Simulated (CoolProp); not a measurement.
Vapour-liquid equilibrium of n-butane (1) + cis-2-butene (2) at 604 kPa; x and y are mole fractions of (1).

The numbers come from the multi-fluid Helmholtz-energy mixture model, Bücker 2006 and Lemmon 2005; pair parameters Bell 2016 in CoolProp.

**Question.** Give the bubble temperature and the first vapour's composition at x = 0.05, 0.5, 0.575. Is there an azeotrope?

**Answer.** x = 0.05: 334.5 K, y = 0.057; x = 0.5: 332.2 K, y = 0.519; x = 0.575: 331.9 K, y = 0.591. No azeotrope shows between x = 0.05 and 0.95.

Pair parameters are fitted to limited data, so mixtures are less certain than the pure fluids.
